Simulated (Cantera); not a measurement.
Source: NASA polynomial tables (part measured, part estimated), evaluated in Cantera. Values are per mole of reaction as written; species without (g) are pure solids or liquids, kept so even where they would boil at 1 bar.

Question: Between 300 and 1573 K, where is each reaction favourable under standard conditions?
- 2 NF3(g) + 3 Cu → 2 N(g) + 3 CuF2
- 2 N(g) + 3 CuF2(g) → 2 NF3(g) + 3 Cu

Answer: 
- 2 NF3(g) + 3 Cu → 2 N(g) + 3 CuF2: ΔG° is -383 kJ at 300 K and -426 kJ at 1573 K; it stays negative (K > 1). ΔH° is -193 kJ and ΔS° 148 J/K at 1573 K.
- 2 N(g) + 3 CuF2(g) → 2 NF3(g) + 3 Cu: ΔG° is -262 kJ at 300 K and 330 kJ at 1573 K; it changes sign between 773 and 873 K. ΔH° is -329 kJ and ΔS° -419 J/K at 1573 K.
